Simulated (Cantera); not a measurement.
Charge: 1 mol PbO, 1.8 mol CO, 0.85 mol N2, held at 825 K and 21.8 Torr.

Cantera equilibrium calculation (NASA polynomials, part measured and part estimated; ideal gas, pure solids and liquids). Rates play no part.

```tsv
species	before	after
CO2	0.377	0.375
N2	0.321	0.319
CO	0.302	0.300
Pb	4.95e-6	0.00630
Pb(l), mol	1.000	0.983
```
Gas species are given as mole fractions.

Task: Which change was made?
A. temperature from 825 K to 1223 K
B. temperature from 825 K to 1325 K
C. PbO replaced by Pb
D. temperature from 825 K to 1123 K

Result: D, temperature from 825 K to 1123 K
